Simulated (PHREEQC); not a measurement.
0.02 g of hydrous ferric oxide (600 m²/g; 0.2 weak and 0.005 strong sites per Fe, Dzombak-Morel constants, diffuse double layer) in 1 kg of water with 0.3 mol/kgw of an inert sodium salt and 8.1e-08 mol Ag2SO4, at 25 °C; the pH is set by adding NaOH or the inert anion's acid. Oxygen alone is held at its pressure in air (log pO2 = -0.68). The system is closed to CO2. Nothing may precipitate in this run.

The numbers come from PHREEQC with the ion-association model, wateq4f.dat.

```
pH   S sorbed (%)  Ag sorbed (%)  surface charge σ (C/m²)
---  ------------  -------------  -----------------------
3            30.5            0.0                    0.368
4            27.8            0.0                    0.349
4.5          22.5            0.0                      ___
5            14.3            0.0                    0.269
6             2.4            0.9                    0.154
7             0.2           10.1                    0.066
7.5           0.0            ___                    0.034
8             0.0            ___                    0.006
9             0.0           91.1                   -0.051
```

Problem. What belongs in the gaps?

Solution. 
- 4.5, surface charge σ (C/m²): 0.318
- 7.5, Ag sorbed (%): 26.7
- 8, Ag sorbed (%): 53.0

The oxide is taken as insoluble; below pH 4 it would dissolve.
